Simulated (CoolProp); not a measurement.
Toluene at several states: density (kg/m³) from the reference equation and from simpler models built on Tc = 318.6 °C, pc = 4.126 MPa, ω = 0.266; each cubic takes its own stable root.

Computed with CoolProp (reference Helmholtz-energy equation of state, Lemmon 2006). It is a short technical equation, of lower accuracy than the large ones.

```json
[
 {"T (°C)": "40.45", "p (MPa)": "0.239", "phase": "liquid", "reference": "847.9", "van der Waals": "498.1", "Redlich-Kwong": "738.2", "Soave-Redlich-Kwong": "756.6", "Peng-Robinson": "851.8"},
 {"T (°C)": "333.25", "p (MPa)": "1.8", "phase": "gas", "reference": "39.31", "van der Waals": "38.13", "Redlich-Kwong": "38.83", "Soave-Redlich-Kwong": "38.73", "Peng-Robinson": "39.44"},
 {"T (°C)": "136.45", "p (MPa)": "0.465", "phase": "liquid", "reference": "752.4", "van der Waals": "13.76", "Redlich-Kwong": "645.2", "Soave-Redlich-Kwong": "672.4", "Peng-Robinson": "760.9"},
 {"T (°C)": "211.55", "p (MPa)": "21.6", "phase": "liquid", "reference": "714.7", "van der Waals": "470.5", "Redlich-Kwong": "640.9", "Soave-Redlich-Kwong": "654.1", "Peng-Robinson": "734.0"},
 {"T (°C)": "262.65", "p (MPa)": "0.0659", "phase": "gas", "reference": "1.374", "van der Waals": "1.371", "Redlich-Kwong": "1.373", "Soave-Redlich-Kwong": "1.373", "Peng-Robinson": "1.374"}
]
```

At some of these states van der Waals gives the other phase, because its saturation line lies elsewhere.
